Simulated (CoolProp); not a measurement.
A simple Rankine cycle with cyclohexane: condensing at 312.15 K, boiler at 0.552 MPa, turbine inlet 573 K, turbine efficiency 0.65, pump efficiency 0.6, no recuperator. Each further row changes one setting.

Model: reference Helmholtz-energy equation of state, Zhou 2014, in CoolProp.

| case | thermal efficiency (%) | net work (kJ/kg) | heat in (kJ/kg) | turbine exit temperature (K) | volume ratio over the turbine |
|---|---|---|---|---|---|
| as stated | 11.9 | 106 | 893 | 526.9 | 22.3 |
| turbine inlet 593 K | 11.6 | 110 | ___ | ___ | 22.3 |
| condensing temperature 304.15 K | 12.8 | ___ | 908 | 522.3 | ___ |
| boiler pressure 0.386 MPa | ___ | ___ | 896 | 532.5 | 15.6 |
| turbine efficiency 0.55 | 10.0 | 89.4 | 893 | ___ | 22.6 |

### Question
Some entries are withheld; supply them.

### Answer

- turbine inlet 593 K, heat in (kJ/kg): 946
- turbine inlet 593 K, turbine exit temperature (K): 546.9
- condensing temperature 304.15 K, net work (kJ/kg): 117
- condensing temperature 304.15 K, volume ratio over the turbine: 30.9
- boiler pressure 0.386 MPa, thermal efficiency (%): 10.6
- boiler pressure 0.386 MPa, net work (kJ/kg): 95.2
- turbine efficiency 0.55, turbine exit temperature (K): 533.7
